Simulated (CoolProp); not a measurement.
Saturation properties of vinyl chloride.

Values from CoolProp's reference Helmholtz-energy equation of state, Thol 2022.

```tsv
T (K)	p (bar)	liquid density (kg/m³)	vapour density (kg/m³)	liquid cp (kJ/(kg K))
235.2	0.3347	1012	1.084	1.473
258.1	0.9659	972.2	2.895	1.480
281	2.285	931.1	6.448	1.503
303.8	4.659	888.5	12.61	1.544
326.7	8.543	842.8	22.60	1.608
349.6	14.41	792.3	38.21	1.712
372.5	22.82	733.4	62.71	1.906
395.3	[?]	[?]	[?]	2.383
418.2	50.22	526.3	198.8	5.727
```

Task: Some entries are withheld; supply them.

Result: 
- 395.3, p (bar): 34.37
- 395.3, liquid density (kg/m³): 657.3
- 395.3, vapour density (kg/m³): 103.9

It boils at 259.3 K under 1 atm.
